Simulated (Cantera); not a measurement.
A Cantera script and what it prints.

```python
import numpy as np
import cantera as ct

gas_names = """
    H H2 N NH NH2 NH3 N2 N2H2 N2H4 Si SiH SiH2 SiH3 SiH4 SiN Si2 Si2N Si3
""".split()
cond_names = """
    Si(cr) Si(L) Si3N4(a)
""".split()


def load(file, names, dense=False):
    # The tables refer to 1 bar. Condensed volumes are neglected.
    table = {s.name: s for s in ct.Species.list_from_file(file)}
    out = []
    for n in names:
        d = dict(table[n].input_data)
        d["thermo"] = dict(d["thermo"], **{"reference-pressure": 1e5})
        if dense:
            d["equation-of-state"] = {"model": "constant-volume", "density": "1e6 g/cm^3"}
        out.append(ct.Species.from_dict(d))
    return out


gas = ct.Solution(thermo="ideal-gas", species=load("nasa_gas.yaml", gas_names))
cond = {s.name: ct.Solution(thermo="fixed-stoichiometry", species=[s], name=s.name)
        for s in load("nasa_condensed.yaml", cond_names, dense=True)}
atoms = {
    'Si3N4': {'Si': 3, 'N': 4},
    'H2': {'H': 2},
}
top_T = {'Si3N4(a)': 2400}  # K; cautious upper limits of use, not melting points


def equilibrate(T, P, feed):
    n = {}
    for name, mol in feed.items():
        for a, k in atoms[name].items():
            n[a] = n.get(a, 0.0) + k * mol
    gas.TPX = T, P, n
    mass = sum(n.values()) * gas.mean_molecular_weight
    gas.equilibrate("TP")
    valid = [c for c in cond.values() if c.min_temp <= T <= top_T.get(c.name, c.max_temp)]
    mix = ct.Mixture([(gas, mass / gas.mean_molecular_weight)] + [(c, 0.0) for c in valid])
    mix.T, mix.P = T, P
    mix.equilibrate("TP", solver="vcs", rtol=1e-11, max_steps=5000)
    return mix


results = []
feed = {'Si3N4': 1, 'H2': 6.8}  # mol
T = 2673.15  # K
for P in [1, 16, 250, 4000, 63000, 1000000]:
    mix = equilibrate(T, P, feed)
    results.append((T, P, feed, dict(zip(mix.species_names, mix.species_moles))))

top = {s: max(r[3][s] / sum(r[3][g] for g in gas_names) for r in results) for s in gas_names}
cols = sorted((s for s in top if top[s] > 1e-05), key=lambda s: -top[s])[:9]
seen = [c for c in cond_names if any(r[3].get(c, 0) > 1e-12 for r in results)]
print("log10 of partial pressures in bar; condensed amounts in mol")
print(f"{'P/Pa':>10s}" + "".join(f"{s[:9]:>10s}" for s in cols + seen))
for T, P, feed, n in results:
    ng = sum(n[g] for g in gas_names)
    print(f"{P:10.4g}" + "".join(f"{np.log10(max(n[s] / ng * P / 1e5, 1e-99)):10.3f}" for s in cols)
          + "".join(f"{n.get(c, 0):10.4g}" for c in seen))
```

It prints:

```
log10 of partial pressures in bar; condensed amounts in mol
      P/Pa        H2         H        N2        Si       SiH       Si2      SiH2       SiN      Si2N     Si(L)
         1    -7.695    -5.138    -5.968    -5.792   -10.324   -11.256   -14.426    -9.878   -13.972         0
        16    -5.329    -3.955    -4.752    -4.576    -7.926    -8.825   -10.845    -8.055   -10.933         0
       250    -3.284    -2.932    -3.489    -3.316    -5.643    -6.304    -7.540    -6.163    -7.780         0
      4000    -1.751    -2.165    -2.206    -2.062    -3.622    -3.795    -4.752    -4.267    -4.631         0
   6.3e+04    -0.356    -1.468    -0.870    -1.798    -2.661    -3.268    -3.093    -3.336    -3.436     2.683
     1e+06     0.879    -0.851     0.352    -1.798    -2.044    -3.268    -1.859    -2.725    -2.825      2.96
```

Method: chemical equilibrium by Gibbs-energy minimisation in Cantera with the NASA 1993 tables (ideal gas, pure condensed phases). The tables' values for SiN are old estimates; treat these amounts as uncertain. Gases not in the tables: Si2H6 and higher silanes.
